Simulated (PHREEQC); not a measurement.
Model water analysis in mmol/kgw, 20 °C, pH 2.83, pe 9.2: Na 26.7; K 1.31; Ca 20.7; Mg 2.52; Cl 27.2; S(6) 24.7; Br 0.0219; Al 1.13; Zn 0.0187.

Valence states are taken as typed.

The numbers come from PHREEQC with the ion-association model, phreeqc.dat.

Precipitation was switched off in this run.

**Question.** Predict the ionic strength, charge-balance error.

**Answer.** ionic strength 0.0938 mol/kgw; charge-balance error 3.3 %.

**Question.** In which forms is S present?

**Answer.** SO4-2 61 %, CaSO4 23 %, HSO4- 3.9 %, MgSO4 3.3 %, AlSO4+ 3.2 %, NaSO4- 3.0 % of the S.

Examples of supersaturated solids here: Gypsum. Others may be too.
